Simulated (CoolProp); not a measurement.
Acetone at several states: Z from the reference equation and from simpler models built on Tc = 508.1 K, pc = 4.692 MPa, ω = 0.307; each cubic takes its own stable root.

Computed with CoolProp (reference Helmholtz-energy equation of state, Lemmon 2006). It is a short technical equation, of lower accuracy than the large ones.

```csv
T (K),p (MPa),phase,reference,van der Waals,Redlich-Kwong,Soave-Redlich-Kwong,Peng-Robinson
396.8,7.24,liquid,0.1883,0.3498,0.2507,0.2402,___
228.1,3.2,liquid,___,___,___,0.1479,0.1318
427.6,15.8,liquid,0.3931,0.6936,0.5124,0.4976,0.4424
220.1,7.4,liquid,___,0.5280,0.3577,0.3513,0.3133
509.9,0.131,gas,0.9891,0.9917,0.9905,0.9905,0.9895
```

Question: What belongs in the gaps?

Answer: 
- 396.8, Peng-Robinson: 0.2126
- 228.1, reference: 0.1137
- 228.1, van der Waals: 0.2238
- 228.1, Redlich-Kwong: 0.1510
- 220.1, reference: 0.2691
